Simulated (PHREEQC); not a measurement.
Make-up at 20 °C and 300 atm: 0.048 mol/kgw KHSO4. It is in equilibrium with CO2 at log p = -3.5 (atm). Otherwise closed; pH follows from the charge balance.

Equilibrium calculation in PHREEQC: ion-association model, phreeqc.dat.

```csv
quantity,before,after
pH,1.62,9.64
ionic strength (mol/kgw),0.101,0.0595
K+ (mol/kgw),0.0455,0.0480
HCO3- (mol/kgw),2.48e-10,0.0249
```

**Question.** What was changed between the two runs?
(A) 0.011 mol/kgw Na2CO3 added
(B) KHSO4 from 0.048 to 0.48 mol/kgw
(C) KHSO4 replaced by KHCO3 at the same molality
(D) temperature from 20 to 60 °C
(E) diluted 100-fold with water

**Answer.** C, KHSO4 replaced by KHCO3 at the same molality

Precipitation was switched off in this run. Under pressure, the constants of complexes without a molar volume in the database are unreliable.
